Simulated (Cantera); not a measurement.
Mixture: CH₄ : H₂ : O₂ : N₂ = 1 : 1.4 : 6.59 : 24.8 (molar parts), equivalence ratio 0.41, at 11.8 atm, adiabatic and at constant pressure. Ignition delay is the time to a rise of 400 K.

Computed with Cantera and GRI-Mech 3.0 (53 species, 325 reactions). The pressure lies above the range GRI-Mech 3.0 was tuned for (to about 10 atm).

Q: What does this change do: H2 1.4 to 2.1 parts?

A: 
```csv
quantity,before,after
delay at 1150 K,0.627 ms,0.534 ms
delay at 1225 K,0.152 ms,0.114 ms
delay at 1300 K,54.3 µs,36.2 µs
delay at 1375 K,25.8 µs,16.5 µs
delay at 1450 K,14.3 µs,9.14 µs
delay at 1525 K,8.83 µs,5.68 µs
delay at 1600 K,5.85 µs,3.83 µs
apparent activation energy between 1450 and 1600 K,120 kJ/mol,110 kJ/mol
```
